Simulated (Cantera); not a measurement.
A Cantera script and its output.

```python
import numpy as np
import cantera as ct

gas = ct.Solution("gri30.yaml")
gas.TPX = 2873, 1333, {'CH4': 0.0094, 'H2': 1, 'CO2': 0.023}
reactor = ct.IdealGasConstPressureReactor(gas, energy="off", clone=False)
net = ct.ReactorNet([reactor])
net.rtol, net.atol = 1e-08, 1e-18
show = ['CH4', 'H2', 'CO2', 'CH2CO', 'HO2', 'CH3']
times = np.geomspace(4e-06, 200, 12)

steps = ct.SolutionArray(gas, extra=["t"])
rows = []
print(f"{'t/s':>10s}{'T/K':>9s}{'P/Pa':>11s}" + "".join(f"{s:>11s}" for s in show))
for t in times:
    while net.time < t:
        t_next = net.step()
        steps.append(gas.state, t=t_next)
    rows.append([np.interp(t, steps.t, y) for y in (steps.T, steps.P, *steps(*show).X.T)])
    print(f"{t:10.3e}{rows[-1][0]:9.1f}{rows[-1][1]:11.4g}" + "".join(f"{x:11.3e}" for x in rows[-1][2:]))
rate = np.gradient(steps.T, steps.t)
print("integrator steps:", len(steps.t))
if steps.T.max() > steps.T[0] + 200:
    print(f"time of steepest temperature rise: {steps.t[rate.argmax()]:.4e} s")
gas.TPX = 2873, 1333, {'CH4': 0.0094, 'H2': 1, 'CO2': 0.023}
gas.equilibrate("TP")
print(f"equilibrium (TP): T = {gas.T:.1f} K  " + "  ".join(f"{s} {gas[s].X[0]:.3e}" for s in show))
```

Result:

```
       t/s      T/K       P/Pa        CH4         H2        CO2      CH2CO        HO2        CH3
 4.000e-06   2873.0       1333  8.974e-03  9.684e-01  2.227e-02  6.876e-14  6.298e-13  1.295e-04
 2.004e-05   2873.0       1333  8.709e-03  9.674e-01  2.223e-02  9.959e-12  1.476e-11  3.863e-04
 1.004e-04   2873.0       1333  7.942e-03  9.614e-01  2.147e-02  1.945e-09  1.058e-10  1.100e-03
 5.032e-04   2873.0       1333  5.257e-03  9.292e-01  1.018e-02  1.965e-07  2.597e-10  2.779e-03
 2.522e-03   2873.0       1333  6.667e-04  8.874e-01  6.937e-05  1.290e-06  3.482e-10  8.240e-04
 1.264e-02   2873.0       1333  5.458e-05  8.489e-01  5.928e-05  1.926e-07  3.345e-10  1.160e-04
 6.331e-02   2873.0       1333  1.750e-11  7.237e-01  5.321e-05  3.310e-15  6.945e-10  9.431e-11
 3.173e-01   2873.0       1333  1.817e-13  4.767e-01  4.383e-05  4.885e-17  1.392e-09  3.050e-12
 1.590e+00   2873.0       1333  4.548e-14  3.939e-01  3.867e-05  1.425e-17  1.440e-09  1.082e-12
 7.966e+00   2873.0       1333  4.530e-14  3.936e-01  3.866e-05  1.421e-17  1.440e-09  1.079e-12
 3.991e+01   2873.0       1333  4.530e-14  3.936e-01  3.866e-05  1.421e-17  1.440e-09  1.079e-12
 2.000e+02   2873.0       1333  4.530e-14  3.936e-01  3.866e-05  1.421e-17  1.440e-09  1.079e-12
integrator steps: 2102
equilibrium (TP): T = 2873.0 K  CH4 4.618e-14  H2 3.936e-01  CO2 3.866e-05  CH2CO 1.441e-17  HO2 1.440e-09  CH3 1.100e-12
```

Cantera simulation using GRI-Mech 3.0 (53 species, 325 reactions); the numbers are that mechanism's predictions, not measurements. Radical loss at walls, strong at low pressure, is not modelled.
